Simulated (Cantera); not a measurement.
A perfectly stirred reactor is fed with 18.6 % CH₄, 80.0 % H₂O, 1.38 % H₂, at 100000 Pa; it is held at 1398 K, and followed from long to short residence time.

Computed with Cantera and GRI-Mech 3.0 (53 species, 325 reactions).

x: mole fraction; the columns are a selection and need not sum to one.

```tsv
τ (s)	x CH₄	x H₂O	x H₂	x C₂H	x C₂H₂	x OH
14	0.0842	0.674	0.187	2.08e-10	0.0236	1.23e-7
5.0	0.108	0.725	0.129	2.15e-10	0.0235	1.37e-7
1.8	0.137	0.762	0.0788	1.61e-10	0.0166	1.52e-7
0.62	0.162	0.784	0.0437	8.42e-11	0.00820	1.66e-7
0.22	0.176	0.794	?	3.05e-11	?	1.74e-7
0.078	0.182	0.798	0.0175	6.70e-12	0.000642	1.72e-7
0.028	0.185	0.800	0.0148	<1e-12	?	?
0.0099	0.186	0.800	0.0141	<1e-12	5.49e-6	1.29e-7
0.0035	0.186	0.800	0.0139	<1e-12	2.59e-7	1.01e-7
```

Question: What belongs in the gaps?

Answer: 
- 0.22, x H₂: 0.0254
- 0.22, x C₂H₂: 0.00287
- 0.028, x C₂H₂: 8.22e-5
- 0.028, x OH: 1.56e-7
